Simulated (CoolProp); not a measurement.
Tetrahydrofuran along the isotherm 305.8 K: density (kg/m³) from the reference equation and from simpler models built on Tc = 540.2 K, pc = 53.04 bar, ω = 0.234; each cubic takes its own stable root.

Computed with CoolProp (reference Helmholtz-energy equation of state, Fiedler 2023).

```csv
p (bar),phase,reference
2.95,liquid,873.7
5.89,liquid,874.0
8.84,liquid,874.3
11.8,liquid,874.5
14.7,liquid,874.8
17.7,liquid,875.1
20.6,liquid,875.4
23.6,liquid,875.6
26.5,liquid,875.9
```

Task: How far does each simpler model (van der Waals, Redlich-Kwong, Soave-Redlich-Kwong, Peng-Robinson) lie from the reference over these 9 states: mean and median of the absolute difference, and the worst?

Result: 
- van der Waals: mean 45.1 %, median 38.4 %, worst -99.0 % at 305.8 K and 2.95 bar
- Redlich-Kwong: mean 9.1 %, median 9.1 %, worst -9.2 % at 305.8 K and 2.95 bar
- Soave-Redlich-Kwong: mean 7.0 %, median 7.0 %, worst -7.0 % at 305.8 K and 2.95 bar
- Peng-Robinson: mean 4.8 %, median 4.8 %, worst +4.8 % at 305.8 K and 26.5 bar

At some of these states van der Waals gives the other phase, because its saturation line lies elsewhere.
